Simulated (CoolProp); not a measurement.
Vapour-liquid equilibrium of R245fa (1) + isopentane (2) at 324.5 K; x and y are mole fractions of (1).

Computed with CoolProp (multi-fluid Helmholtz-energy mixture model, Akasaka 2015 and Lemmon 2006; pair parameters Bell 2016).

```tsv
x	bubble pressure, mixture model (kPa)	bubble pressure, Raoult's law (kPa)	y, mixture model	y, Raoult's law
0.05	260.2	221.0	0.204	0.081
0.2	?	242.8	?	0.295
0.35	407.8	264.5	?	0.475
0.5	429.3	286.2	0.642	0.627
0.65	436.6	308.0	0.680	0.757
0.8	?	329.7	0.732	0.870
0.95	394.8	351.4	?	0.970
```

Fill in the missing entries.


- 0.2, bubble pressure, mixture model (kPa): 358.0
- 0.2, y, mixture model: 0.479
- 0.35, y, mixture model: 0.587
- 0.8, bubble pressure, mixture model (kPa): 433.2
- 0.95, y, mixture model: 0.877

The largest gap from Raoult's law is +54.2 % in bubble pressure, at x = 0.35. y crosses x between x = 0.65 and 0.8: the model has an azeotrope there.

The pair parameters rest on a limited set of measurements; away from them the model extrapolates. With so large a gap from Raoult's law the liquid may split in two, which this calculation doesn't test in full.
